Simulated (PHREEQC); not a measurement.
# Acid mine or pickling water: an equilibrium model

Synthetic water in mg/L, 25 °C, pH 4.18, pe 8.6:

```
constituent                mg/L
-----------------------  ------
Na                         44.9
K                          21.9
Ca                          106
Mg                         6.85
Cl                           15
S(6) as SO4                 398
Mn(2)                      2.23
Cu(2)                     0.308
Zn                         8.49
Br                        0.507
O(0) (dissolved oxygen)  0.0465
```

Na is adjusted to close the charge balance.
Valence states are taken as typed.

Model: ion-association model, phreeqc.dat, run in PHREEQC.

Each row changes one thing in this solution. No solid was allowed to form.

```tsv
case	ionic strength (mol/kgw)	SO4-2 (mol/kgw)	Ca+2 (mol/kgw)	CaSO4 (mol/kgw)	Mg+2 (mol/kgw)	Zn+2 (mol/kgw)	SI of Gypsum (CaSO4:2H2O)	SI of Halite (NaCl)
as made	0.0133	0.00346	0.00212	0.000525	0.000212	9.74e-5	-0.95	-7.78
Br from 0.507 to 0.254 mg/L	0.0133	0.00346	0.00212	0.000525	0.000212	9.74e-5	-0.95	-7.78
all concentrations times 4 at the same typed pH	0.0466	0.0121	0.00716	…	0.000685	0.000309	-0.13	…
```

### Question
Complete the blanks.

### Answer

- all concentrations times 4 at the same typed pH, CaSO4 (mol/kgw): 0.00345
- all concentrations times 4 at the same typed pH, SI of Halite (NaCl): -6.64
